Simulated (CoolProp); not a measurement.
Aqueous lithium chloride as a coolant, at -5 °C, 1 atm.

Computed with CoolProp (Melinder's fits for secondary coolants).

| mass % | freezing point (°C) | Prandtl number | density (kg/m³) | viscosity (mPa s) | cp (kJ/(kg K)) |
|---|---|---|---|---|---|
| 7.1 | -7.8 | 18.1 | 1043 | 2.58 | 3.792 |
| 8.9 | -10.4 | 18.8 | 1054 | 2.74 | 3.687 |
| 10.6 | -13.3 | 19.6 | 1064 | 2.91 | 3.590 |
| 12.4 | -16.9 | 20.4 | 1074 | 3.11 | 3.488 |
| 14.2 | -21.5 | 21.4 | 1085 | 3.33 | 3.389 |
| 15.9 | -26.9 | 22.3 | 1096 | 3.55 | 3.300 |
| 17.7 | -33.7 | 23.5 | 1107 | 3.82 | 3.210 |
